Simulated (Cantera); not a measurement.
Input: 1 mol SiF4, 0.32 mol O2, 14 mol H2, equilibrated at 675 K and 380 Pa.

Cantera equilibrium calculation (NASA polynomials, part measured and part estimated; ideal gas, pure solids and liquids). Candidate condensed phases: H2O, Si, SiO2; 38 gas species. Kinetics and transport are ignored.

Base state: H2 0.881, SiF4 0.0555, HF 0.0420, H2O 0.0212 (mole fractions); condensed: SiO2(α-quartz).

Question: What changes in the equilibrium state with this change: pressure from 380 Pa to 100000 Pa?

Answer: 
```csv
species,before,after
H2,0.881,0.888
SiF4,0.0555,0.0630
H2O,0.0212,0.0356
HF,0.0420,0.0139
"SiO2(α-quartz), mol",0.159,0.0524
```
